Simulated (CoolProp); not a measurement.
R236FA along the isobar 0.101 MPa: Z from the reference equation and from simpler models built on Tc = 124.9 °C, pc = 3.191 MPa, ω = 0.377; each cubic takes its own stable root.

Values from CoolProp's reference Helmholtz-energy equation of state, Pan 2012.

```tsv
T (°C)	phase	reference	Soave-Redlich-Kwong	Peng-Robinson
-66.85	liquid	0.005473	0.006119	0.005441
-56.25	liquid	0.005300	0.005905	0.005246
-45.75	liquid	0.005150	0.005720	0.005077
-35.15	liquid	0.005017	0.005558	0.004930
-24.55	liquid	0.004900	0.005420	0.004803
-14.05	liquid	0.004801	0.005306	0.004697
-3.45	liquid	0.004715	0.005211	0.004609
7.15	gas	0.9589	0.9656	0.9641
17.65	gas	0.9643	0.9693	0.9678
28.25	gas	0.9689	0.9725	0.9710
38.85	gas	0.9727	0.9754	0.9739
```
